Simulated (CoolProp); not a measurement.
Oxygen at 463.65 K and 6.64 MPa is throttled through a valve to 1.27 MPa with no heat exchange. Each further row changes one setting.

Computed with CoolProp (reference Helmholtz-energy equation of state, Schmidt 1985).

```csv
case,temperature change (K),final density (kg/m³)
as stated,(withheld),(withheld)
outlet pressure 0.381 MPa,(withheld),(withheld)
outlet pressure 1.65 MPa,(withheld),(withheld)
```

**Question.** Some entries are withheld; supply them.

**Answer.** 
- as stated, temperature change (K): -4.7
- as stated, final density (kg/m³): 10.6
- outlet pressure 0.381 MPa, temperature change (K): -5.6
- outlet pressure 0.381 MPa, final density (kg/m³): 3.20
- outlet pressure 1.65 MPa, temperature change (K): -4.4
- outlet pressure 1.65 MPa, final density (kg/m³): 13.8

Above 300 K oxygen's equation is extrapolated.
